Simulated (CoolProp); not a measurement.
CH2F2 (R32) along the isotherm 308.4 K: Z from the reference equation and from simpler models built on Tc = 351.3 K, pc = 5783 kPa, ω = 0.277; each cubic takes its own stable root.

Computed with CoolProp (reference Helmholtz-energy equation of state, Tillner-Roth 1997).

```csv
p (kPa),phase,reference
27.4,gas,0.9971
62.4,gas,0.9933
142,gas,0.9846
323,gas,0.9645
736,gas,0.9165
1670,gas,0.7913
3810,liquid,0.08320
8670,liquid,0.1831
```

**Question.** How far does each simpler model (van der Waals, Redlich-Kwong, Soave-Redlich-Kwong) lie from the reference over these 8 states: mean and median of the absolute difference, and the worst?

**Answer.** 
- van der Waals: mean 23.6 %, median 2.2 %, worst +92.8 % at 308.4 K and 3810 kPa
- Redlich-Kwong: mean 10.5 %, median 1.3 %, worst +39.9 % at 308.4 K and 3810 kPa
- Soave-Redlich-Kwong: mean 8.7 %, median 1.0 %, worst +32.5 % at 308.4 K and 3810 kPa
